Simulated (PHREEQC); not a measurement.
0.53 g of hydrous ferric oxide (600 m²/g; 0.2 weak and 0.005 strong sites per Fe, Dzombak-Morel constants, diffuse double layer) in 1 kg of water with 0.1 mol/kgw of an inert sodium salt, at 25 °C; the pH is set by adding NaOH or the inert anion's acid. O2 is buffered at 0.21 atm. No CO2 enters from the air. Precipitation was switched off in this run.

Model: ion-association model, wateq4f.dat, run in PHREEQC.

Problem. Predict surface charge σ (C/m²), surface potential ψ (mV) at pH = 3, 5.25.

Solution. 
```
pH    surface charge σ (C/m²)  surface potential ψ (mV)
----  -----------------------  ------------------------
3                       0.363                       153
5.25                    0.186                       119
```

The oxide is taken as insoluble; below pH 4 it would dissolve.
